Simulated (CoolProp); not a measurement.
Computed with CoolProp (reference Helmholtz-energy equation of state, Thol 2015).

**Question.** Give the vapour pressure (MPa), liquid density (kg/m³), vapour density (kg/m³), enthalpy of vaporisation (kJ/kg) of saturated octamethylcyclotetrasiloxane (D4) at 426.4, 429.9, 433.4 K.

**Answer.** 
```
T (K)  p (MPa)  liquid density (kg/m³)  vapour density (kg/m³)  enthalpy of vaporisation (kJ/kg)
-----  -------  ----------------------  ----------------------  --------------------------------
426.4   0.0551                     796                    4.84                               140
429.9   0.0609                     791                    5.33                               138
433.4   0.0672                     787                    5.86                               137
```
